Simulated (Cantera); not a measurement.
An isothermal, constant-pressure homogeneous reactor starts with 0.442 % CO, 0.727 % O2, 0.638 % H2O, 98.2 % N2, at 1425 K and 10.0 bar.

Cantera simulation using GRI-Mech 3.0 (53 species, 325 reactions); the numbers are that mechanism's predictions, not measurements.

### Question
Predict: x(CO) at 100 s; x(O2) at 100 s; x(H2O) at 100 s; x(CO2) at 100 s; x(H2) at 100 s; x(NO) at 100 s.

### Answer
x(CO) at 100 s: 2.97e-8 (gas-phase equilibrium 2.99e-8)
x(O2) at 100 s: 0.00507 (gas-phase equilibrium 0.00500)
x(H2O) at 100 s: 0.00640 (gas-phase equilibrium 0.00640)
x(CO2) at 100 s: 0.00443 (gas-phase equilibrium 0.00443)
x(H2) at 100 s: 1.88e-8 (gas-phase equilibrium 1.90e-8)
x(NO) at 100 s: 6.12e-7 (gas-phase equilibrium 0.000144)
